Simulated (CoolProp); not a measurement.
Vapour-liquid equilibrium of propane (1) + dimethyl ether (2) at 224.7 K; x and y are mole fractions of (1).

Computed with CoolProp (multi-fluid Helmholtz-energy mixture model, Lemmon 2009 and Wu 2011; pair parameters Bell 2016).

```tsv
x	bubble pressure, mixture model (bar)	bubble pressure, Raoult's law (bar)	y, mixture model	y, Raoult's law
0.05	0.3818	0.3406	0.203	0.111
0.125	0.4586	0.3737	0.380	0.254
0.2	0.5186	0.4067	0.488	0.373
0.275	0.5661	0.4398	0.561	0.475
0.35	0.6044	0.4729	0.617	0.562
0.425	0.6358	0.5059	0.662	0.638
0.5	0.6622	0.5390	0.701	0.704
0.575	0.6849	0.5720	0.737	0.763
0.65	0.7047	0.6051	0.773	0.816
0.725	0.7220	0.6382	0.810	0.863
0.8	0.7369	0.6712	0.851	0.905
0.875	0.7488	0.7043	0.899	0.943
0.95	0.7569	0.7374	0.955	0.978
```

The largest gap from Raoult's law is +28.7 % in bubble pressure, at x = 0.275. No azeotrope shows between x = 0.05 and 0.95.

Pair parameters are fitted to limited data, so mixtures are less certain than the pure fluids.
